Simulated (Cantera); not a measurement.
Input (Python, Cantera) and output of one run.

```python
import numpy as np
import cantera as ct

gas_names = """
    H HNO HNO2 HNO3 HO2 H2 H2O H2O2 N NH NH2 NH3 NH2OH NO NO2 NO3 N2 N2H2 N2H4 N2O O OH O2 O3 Pb PbO Pb2
""".split()
cond_names = """
    H2O(s) H2O(L) Pb(cr) Pb(L) PbO(rd) PbO(yw) PbO(L) PbO2(s) Pb3O4(s)
""".split()


def load(file, names, dense=False):
    # The tables refer to 1 bar. Condensed volumes are neglected.
    table = {s.name: s for s in ct.Species.list_from_file(file)}
    out = []
    for n in names:
        d = dict(table[n].input_data)
        d["thermo"] = dict(d["thermo"], **{"reference-pressure": 1e5})
        if dense:
            d["equation-of-state"] = {"model": "constant-volume", "density": "1e6 g/cm^3"}
        out.append(ct.Species.from_dict(d))
    return out


gas = ct.Solution(thermo="ideal-gas", species=load("nasa_gas.yaml", gas_names))
cond = {s.name: ct.Solution(thermo="fixed-stoichiometry", species=[s], name=s.name)
        for s in load("nasa_condensed.yaml", cond_names, dense=True)}
atoms = {
    'PbO': {'Pb': 1, 'O': 1},
    'H2': {'H': 2},
    'N2': {'N': 2},
}
top_T = {'Pb3O4(s)': 820}  # K; cautious upper limits of use, not melting points


def equilibrate(T, P, feed):
    n = {}
    for name, mol in feed.items():
        for a, k in atoms[name].items():
            n[a] = n.get(a, 0.0) + k * mol
    gas.TPX = T, P, n
    mass = sum(n.values()) * gas.mean_molecular_weight
    gas.equilibrate("TP")
    valid = [c for c in cond.values() if c.min_temp <= T <= top_T.get(c.name, c.max_temp)]
    mix = ct.Mixture([(gas, mass / gas.mean_molecular_weight)] + [(c, 0.0) for c in valid])
    mix.T, mix.P = T, P
    mix.equilibrate("TP", solver="vcs", rtol=1e-11, max_steps=5000)
    return mix


results = []
feed = {'PbO': 1, 'H2': 20, 'N2': 0.58}  # mol
P = 13332.2  # Pa
for T in [1048, 1148, 1248, 1348, 1448, 1548, 1648]:
    mix = equilibrate(T, P, feed)
    results.append((T, P, feed, dict(zip(mix.species_names, mix.species_moles))))

top = {s: max(r[3][s] / sum(r[3][g] for g in gas_names) for r in results) for s in gas_names}
cols = sorted((s for s in top if top[s] > 1e-06), key=lambda s: -top[s])[:5]
seen = [c for c in cond_names if any(r[3].get(c, 0) > 1e-12 for r in results)]
print("log10 of partial pressures in bar; condensed amounts in mol")
print(f"{'T/K':>10s}" + "".join(f"{s[:9]:>10s}" for s in cols + seen))
for T, P, feed, n in results:
    ng = sum(n[g] for g in gas_names)
    print(f"{T:10.4g}" + "".join(f"{np.log10(max(n[s] / ng * P / 1e5, 1e-99)):10.3f}" for s in cols)
          + "".join(f"{n.get(c, 0):10.4g}" for c in seen))
```

Output:

```
log10 of partial pressures in bar; condensed amounts in mol
       T/K        H2       H2O        Pb        N2         H     Pb(L)
      1048    -0.910    -2.189    -4.350    -2.425    -8.567    0.9931
      1148    -0.911    -2.189    -3.553    -2.426    -7.600    0.9567
      1248    -0.914    -2.193    -2.886    -2.429    -6.788    0.7973
      1348    -0.926    -2.204    -2.321    -2.441    -6.099     0.235
      1448    -0.930    -2.209    -2.209    -2.446    -5.501         0
      1548    -0.930    -2.209    -2.209    -2.446    -4.977         0
      1648    -0.930    -2.209    -2.209    -2.446    -4.516         0
```

These are equilibrium values from Cantera (NASA tables, ideal gas, pure condensed phases), not measurements of a reactor.
